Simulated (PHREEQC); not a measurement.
# Copper plating or etch bath: speciation

Make-up at 20 °C: 0.016 mol CuSO4, 0.00079 mol H2SO4 and 0.017 mol NaCl per kg of water. Closed to the air; pH follows from the charge balance.

Equilibrium calculation in PHREEQC: ion-association model, phreeqc.dat.

Precipitation was switched off in this run.

Task: Predict the pH, density, specific conductance.

Result: pH 3.03; density 1.002 g/cm³; specific conductance 3910 µS/cm.

Task: In which forms is Cl present?

Result: Cl- 99 %, CuCl+ 1.0 % of the Cl.
